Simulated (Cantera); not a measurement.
## Premixed flame

A freely propagating, adiabatic, planar premixed flame of 45.7 % H₂, 11.4 % O₂, 42.9 % N₂, unburnt at 400 K and 150000 Pa; multicomponent transport, grid criteria slope 0.08 and curve 0.16, no radiation.

Model: the H2/O2 subset of GRI-Mech 3.0, which has no nitrogen chemistry, integrated in Cantera. Burning velocities carry a grid error of a few per cent, more on coarse grids.

| z (mm) | T (K) | u (m/s) | x H₂ | x O₂ | x H₂O | x H₂O₂ | x H | x OH |
|---|---|---|---|---|---|---|---|---|
| -0.667 | 400 | 4.63 | 0.457 | 0.114 | <1e-8 | <1e-8 | <1e-8 | <1e-8 |
| -0.445 | 400 | 4.63 | 0.457 | 0.114 | <1e-8 | <1e-8 | <1e-8 | <1e-8 |
| -0.333 | 400 | 4.63 | 0.457 | 0.114 | 1.11e-8 | <1e-8 | <1e-8 | <1e-8 |
| -0.222 | 400 | 4.63 | 0.457 | 0.114 | 7.00e-7 | <1e-8 | <1e-8 | <1e-8 |
| -0.111 | 438 | 5.02 | 0.452 | 0.114 | 0.00101 | 1.61e-5 | 4.10e-5 | 4.78e-5 |
| -0.0556 | 745 | 8.33 | 0.418 | 0.106 | 0.0258 | 6.04e-5 | 0.00538 | 0.000871 |
| 0 | 1156 | 12.6 | 0.340 | 0.0762 | 0.0942 | 7.38e-6 | 0.0305 | 0.00148 |
| 0.0556 | 1441 | 15.4 | 0.259 | 0.0309 | 0.183 | 1.53e-6 | 0.0594 | 0.00300 |
| 0.111 | 1580 | 16.8 | 0.225 | 0.00846 | 0.227 | 8.42e-7 | 0.0691 | 0.00345 |
| 0.222 | 1698 | 18.0 | 0.219 | 0.000926 | 0.243 | 4.84e-7 | 0.0632 | 0.00365 |
| 0.445 | 1808 | 19.0 | 0.227 | 0.000297 | 0.247 | 2.80e-7 | 0.0494 | 0.00359 |
| 0.889 | 1910 | 19.9 | 0.236 | 0.000165 | 0.249 | 1.44e-7 | 0.0354 | 0.00314 |
| 1.78 | 1993 | 20.7 | 0.243 | 8.01e-5 | 0.252 | 7.08e-8 | 0.0238 | 0.00243 |
x: mole fraction of selected species; z is measured from the peak of heat release.

| Property | Value |
|---|---|
| laminar burning velocity | 463 cm/s |
| thermal thickness | 0.222 mm |
| peak x(H₂O₂) | 6.68e-5 |
| peak x(H) | 0.0693 |
| peak x(OH) | 0.00367 |
| grid points | 121 |
